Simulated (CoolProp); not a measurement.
CH2F2 (R32) along the isobar 335 bar: fugacity coefficient from the reference equation and from simpler models built on Tc = 78.1 °C, pc = 57.83 bar, ω = 0.277; each cubic takes its own stable root.

The numbers come from the reference Helmholtz-energy equation of state, Tillner-Roth 1997 in CoolProp.

| T (°C) | phase | reference |
|---|---|---|
| 67.45 | liquid | 0.1685 |
| 73.75 | liquid | 0.1849 |
| 80.05 | supercritical | 0.2020 |
| 86.35 | supercritical | 0.2196 |
| 92.55 | supercritical | 0.2374 |
| 98.85 | supercritical | 0.2560 |
| 105.15 | supercritical | 0.2749 |
| 111.45 | supercritical | 0.2941 |
| 117.75 | supercritical | 0.3135 |
| 124.05 | supercritical | 0.3332 |
| 130.35 | supercritical | 0.3529 |
| 136.65 | supercritical | 0.3727 |
| 142.95 | supercritical | 0.3925 |
| 149.25 | supercritical | 0.4122 |
| 155.55 | supercritical | 0.4318 |
| 161.85 | supercritical | 0.4512 |

How far does each simpler model (van der Waals, Redlich-Kwong, Soave-Redlich-Kwong) lie from the reference over these 16 states: mean and median of the absolute difference, and the worst?


- van der Waals: mean 33.0 %, median 28.7 %, worst +73.1 % at 67.45 °C and 335 bar
- Redlich-Kwong: mean 16.3 %, median 15.1 %, worst +30.6 % at 67.45 °C and 335 bar
- Soave-Redlich-Kwong: mean 24.8 %, median 25.0 %, worst +26.6 % at 67.45 °C and 335 bar
